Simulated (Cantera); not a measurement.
A jet of CH4 : O2 : N2 = 0.078 : 0.17 : 0.79 (molar parts), equivalence ratio 0.92 at 300 K and 0.340 bar hits a platinum plate 5.9 cm away at a mass flux of 0.064 kg/m²/s; the plate temperature is set and raised in steps from an oxygen-covered start.

Cantera simulation using Deutschmann's 1995 Pt surface mechanism with GRI-Mech 3.0 gas chemistry; the numbers are that mechanism's predictions, not measurements. Catalytic surfaces can have several steady states; this one follows from the mechanism file's or the stated starting coverage.

One state of this run: wall x CH4 = 0.00229; wall x O2 = 0.00963; wall x H2O = 0.134; wall x OH = 6.65e-6; wall x CO = 8.12e-6; wall x CO2 = 0.0894; θ free Pt = 0.722; θ O* = 0.275; θ OH* = 0.00211. x: mole fraction at the wall; θ: surface coverage.

### Question
Which value of plate T (K) does it belong to?
(A) 1050
(B) 1100
(C) 1300
(D) 1250

### Answer
D, 1250
